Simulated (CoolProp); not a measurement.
The numbers come from the reference Helmholtz-energy equation of state, Lemmon 2006 in CoolProp. It is a short technical equation, of lower accuracy than the large ones.

Task: For nitrous oxide, give the phase and the cp (kJ/(kg K)), cv (kJ/(kg K)) at 111.85 °C and 0.148 MPa.

Result: 
- 111.85 °C and 0.148 MPa: gas; cp 0.961, cv 0.769
